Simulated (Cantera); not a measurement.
Cantera run:

```python
import numpy as np
import cantera as ct

gas_names = """
    Electron C C+ C- CH CH+ CH2 CH3 CH2OH CH3O CH4 CH3OH CO CO+ CO2 CO2+ COOH C2 C2+ C2- C2H CHCO,ketyl
    C2H2,acetylene C2H2,vinylidene CH2CO,ketene C2H3,vinyl CH3CO,acetyl C2H4 C2H4O,ethylen
    CH3CHO,ethanal CH3COOH (HCOOH)2 C2H5 C2H6 CH3OCH3 C2H5OH C2O C3 C3H3,propargyl C3H4,allene
    C3H4,propyne C3H4,cyclo- C3H5,allyl C3H6,propylene C3H6,cyclo- C3H6O C3H7,n-propyl C3H7,i-propyl
    C3H8 C3H8O,1propanol C3H8O,2propanol C3O2 C4 C4H2 C4H4,1,3-cyclo- C4H6,butadiene C4H6,2-butyne
    C4H6,cyclo- C4H8,1-butene C4H8,cis2-buten C4H8,tr2-butene C4H8,isobutene C4H8,cyclo- (CH3COOH)2
    C4H9,n-butyl C4H9,i-butyl C4H9,s-butyl C4H9,t-butyl C4H10,isobutane C4H10,n-butane C5 C5H6,1,3cyclo-
    C5H8,cyclo- C5H10,1-pentene C5H10,cyclo- C5H11,pentyl C5H11,t-pentyl C5H12,n-pentane C5H12,i-pentane
    CH3C(CH3)2CH3 C6H2 C6H5,phenyl C6H5O,phenoxy C6H6 C6H5OH,phenol C6H10,cyclo- C6H12,1-hexene
    C6H12,cyclo- C6H13,n-hexyl C7H7,benzyl C7H8 C7H8O,cresol C7H14,1-heptene C7H15,n-heptyl
    C7H16,n-heptane C8H8,styrene C8H10,ethylbenz C8H16,1-octene C8H17,n-octyl C8H18,isooctane
    C8H18,n-octane C9H19,n-nonyl C10H8,naphthale C10H21,n-decyl C12H9,o-bipheny C12H10,bipheny H H+ H-
    HCO HCO+ HO2 H2 H2+ H2- HCHO,formaldehy HCOOH H2O H2O+ H2O2 H3O+ O O+ O- OH OH+ OH- O2 O2+ O2- O3
""".split()
cond_names = """
    C(gr) C6H6(L) C7H8(L) C8H18(L),n-octa H2O(s) H2O(L)
""".split()


def load(file, names, dense=False):
    # The tables refer to 1 bar. Condensed volumes are neglected.
    table = {s.name: s for s in ct.Species.list_from_file(file)}
    out = []
    for n in names:
        d = dict(table[n].input_data)
        d["thermo"] = dict(d["thermo"], **{"reference-pressure": 1e5})
        if dense:
            d["equation-of-state"] = {"model": "constant-volume", "density": "1e6 g/cm^3"}
        out.append(ct.Species.from_dict(d))
    return out


gas = ct.Solution(thermo="ideal-gas", species=load("nasa_gas.yaml", gas_names))
cond = {s.name: ct.Solution(thermo="fixed-stoichiometry", species=[s], name=s.name)
        for s in load("nasa_condensed.yaml", cond_names, dense=True)}
atoms = {
    'C': {'C': 1},
    'O2': {'O': 2},
    'H2': {'H': 2},
}
top_T = {'C(gr)': 4500}  # K; cautious upper limits of use, not melting points


def equilibrate(T, P, feed):
    n = {}
    for name, mol in feed.items():
        for a, k in atoms[name].items():
            n[a] = n.get(a, 0.0) + k * mol
    gas.TPX = T, P, n
    mass = sum(n.values()) * gas.mean_molecular_weight
    gas.equilibrate("TP")
    valid = [c for c in cond.values() if c.min_temp <= T <= top_T.get(c.name, c.max_temp)]
    mix = ct.Mixture([(gas, mass / gas.mean_molecular_weight)] + [(c, 0.0) for c in valid])
    mix.T, mix.P = T, P
    mix.equilibrate("TP", solver="vcs", rtol=1e-11, max_steps=5000)
    return mix


results = []
feed = {'C': 1, 'O2': 0.68, 'H2': 0.36}  # mol
P = 150  # Pa
for T in [2000, 2250, 2500, 2750, 3000, 3250, 3500, 3750, 4000, 4250, 4500, 4750, 5000]:
    mix = equilibrate(T, P, feed)
    results.append((T, P, feed, dict(zip(mix.species_names, mix.species_moles))))
    x = sorted(zip(gas.X, gas.species_names), reverse=True)
    print(f"T = {T:g} K  P = {P:g} Pa  gas = {mix.phase_moles(0):.4g} mol")
    print("   x: " + "  ".join(f"{s} {v:.3e}" for v, s in x if v > 1e-05))
    print("   condensed (mol): " + ("  ".join(f"{mix.phase(i).name} {mix.phase_moles(i):.4g}"
          for i in range(1, mix.n_phases) if mix.phase_moles(i) > 1e-12) or "none"))
```

It prints:

```
T = 2000 K  P = 150 Pa  gas = 1.372 mol
   x: CO 5.966e-01  CO2 1.325e-01  H2O 1.283e-01  H2 1.260e-01  H 1.491e-02  OH 1.515e-03  O 1.310e-04  O2 5.747e-05
   condensed (mol): none
T = 2250 K  P = 150 Pa  gas = 1.42 mol
   x: CO 5.843e-01  CO2 1.200e-01  H2O 1.149e-01  H2 1.027e-01  H 6.146e-02  OH 1.033e-02  O 4.261e-03  O2 2.001e-03
   condensed (mol): none
T = 2500 K  P = 150 Pa  gas = 1.615 mol
   x: CO 5.504e-01  H 1.713e-01  H2 6.961e-02  CO2 6.875e-02  H2O 5.390e-02  O 4.448e-02  OH 2.748e-02  O2 1.414e-02
   condensed (mol): none
T = 2750 K  P = 150 Pa  gas = 1.914 mol
   x: CO 5.053e-01  H 2.910e-01  O 1.233e-01  H2 2.715e-02  OH 1.818e-02  CO2 1.716e-02  O2 1.155e-02  H2O 6.316e-03
   condensed (mol): none
T = 3000 K  P = 150 Pa  gas = 2.042 mol
   x: CO 4.867e-01  H 3.334e-01  O 1.615e-01  H2 6.686e-03  OH 5.286e-03  CO2 3.138e-03  O2 3.051e-03  H2O 3.192e-04
   condensed (mol): none
T = 3250 K  P = 150 Pa  gas = 2.071 mol
   x: CO 4.823e-01  H 3.428e-01  O 1.704e-01  H2 1.711e-03  OH 1.426e-03  O2 6.970e-04  CO2 6.421e-04  H2O 1.795e-05
   condensed (mol): none
T = 3500 K  P = 150 Pa  gas = 2.077 mol
   x: CO 4.812e-01  H 3.451e-01  O 1.723e-01  H2 5.124e-04  OH 4.391e-04  O2 1.833e-04  CO2 1.605e-04
   condensed (mol): none
T = 3750 K  P = 150 Pa  gas = 2.079 mol
   x: CO 4.809e-01  H 3.458e-01  O 1.729e-01  H2 1.785e-04  OH 1.562e-04  O2 5.676e-05  CO2 4.813e-05  C 2.793e-05
   condensed (mol): none
T = 4000 K  P = 150 Pa  gas = 2.08 mol
   x: CO 4.805e-01  H 3.459e-01  O 1.732e-01  C 2.532e-04  H2 7.064e-05  OH 6.295e-05  O2 2.031e-05  CO2 1.679e-05
   condensed (mol): none
T = 4250 K  P = 150 Pa  gas = 2.084 mol
   x: CO 4.782e-01  H 3.455e-01  O 1.745e-01  C 1.758e-03  H2 3.105e-05  OH 2.831e-05
   condensed (mol): none
T = 4500 K  P = 150 Pa  gas = 2.1 mol
   x: CO 4.668e-01  H 3.428e-01  O 1.808e-01  C 9.393e-03  Electron 3.315e-05  C+ 2.715e-05  H2 1.475e-05  OH 1.422e-05
   condensed (mol): none
T = 4750 K  P = 150 Pa  gas = 2.159 mol
   x: CO 4.269e-01  H 3.335e-01  O 2.031e-01  C 3.622e-02  Electron 1.403e-04  C+ 1.301e-04
   condensed (mol): none
T = 5000 K  P = 150 Pa  gas = 2.3 mol
   x: CO 3.398e-01  H 3.131e-01  O 2.516e-01  C 9.457e-02  Electron 4.705e-04  C+ 4.536e-04
   condensed (mol): none
```

Method: chemical equilibrium by Gibbs-energy minimisation in Cantera with the NASA 1993 tables (ideal gas, pure condensed phases).
